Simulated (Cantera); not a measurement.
Feed: 1 mol HF, 0.46 mol O₂, 0.5 mol N₂, 3.2 mol H₂, equilibrated at 75.0 Torr.

Cantera equilibrium calculation (NASA polynomials, part measured and part estimated; ideal gas, pure solids and liquids). Candidate condensed phases: H₂O; 65 gas species. Ions and electrons are included (thermal ionisation). Kinetics and transport are ignored.

x: gas mole fraction; nothing condenses.

```tsv
T (K)	x H	x H₂	x HF	x H₂O	x F	x O	x N₂	x OH	x N
3000	0.275	0.303	0.175	0.106	0.000980	0.0177	0.0869	0.0318	1.30e-5
3500	___	___	___	___	___	___	___	___	___
4000	0.713	___	___	___	___	0.0945	___	___	___
4500	0.742	0.00460	0.0144	9.38e-6	0.0892	0.0934	0.0483	0.00106	0.00626
5000	0.743	0.00134	0.00318	6.88e-7	0.0981	0.0924	0.0399	0.000309	0.0210
```

What belongs in the gaps?


- 4000, x H₂: 0.0200
- 4000, x HF: 0.0593
- 4000, x H₂O: 0.000227
- 4000, x F: 0.0512
- 4000, x N₂: 0.0539
- 4000, x OH: 0.00472
- 4000, x N: 0.00130
- 3500, x H: 0.592
- 3500, x H₂: 0.100
- 3500, x HF: 0.119
- 3500, x H₂O: 0.00850
- 3500, x F: 0.00946
- 3500, x O: 0.0791
- 3500, x N₂: 0.0630
- 3500, x OH: 0.0231
- 3500, x N: 0.000176
